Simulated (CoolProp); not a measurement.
Chlorine at 280.22 K and 17.7 MPa is throttled through a valve to 11.6 MPa with no heat exchange. Each further row changes one setting.

The numbers come from the reference Helmholtz-energy equation of state, Thol 2021 in CoolProp.

| case | temperature change (K) | final density (kg/m³) |
|---|---|---|
| as stated | +2.1 | 1470 |
| outlet pressure 3.48 MPa | +4.8 | 1440 |
| outlet pressure 15.1 MPa | +0.9 | 1480 |
